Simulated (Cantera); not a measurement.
Input: 1 mol Si3N4, 0.0073 mol H2O, 15 mol N2, at 1 atm.

Method: chemical equilibrium by Gibbs-energy minimisation in Cantera with the NASA 1993 tables (ideal gas, pure condensed phases). Candidate condensed phases: H2O, Si, SiO2, Si2N2O, Si3N4; 35 gas species. Mutual solubility and eutectic melting of coexisting phases are not modelled. The tables' values for SiN are old estimates; treat these amounts as uncertain. The numbers say what is thermodynamically allowed, not how fast it happens.

x: gas mole fraction; n: condensed amount in mol.

```
T (K)   x N2     x SiO      x H2      x Si  n Si2N2O(s)  n Si3N4(s)  n Si(l)
-----  -----  --------  --------  --------  -----------  ----------  -------
1598   1.000   5.24e-7  0.000486  4.00e-10      0.00729       0.995        0
1673   1.000       [?]  0.000485       [?]      0.00725       0.995        0
1748   0.999   2.14e-5  0.000484   3.39e-8      0.00698       0.995        0
1823   0.999  0.000108  0.000482   2.36e-7      0.00568       0.996        0
1898   0.999  0.000476  0.000478   1.41e-6     0.000148       0.998        0
1973   0.999  0.000486  0.000471   7.30e-6            0       0.998        0
2048   0.999  0.000486  0.000462       [?]            0       0.997        0
2123   0.999  0.000486  0.000447  0.000137            0       0.996        0
2198   0.999  0.000429  0.000374  0.000357            0           0     2.98
```

Task: What belongs in the gaps?

Result: 
- 1673, x SiO: 3.64e-6
- 1673, x Si: 4.08e-9
- 2048, x Si: 3.34e-5
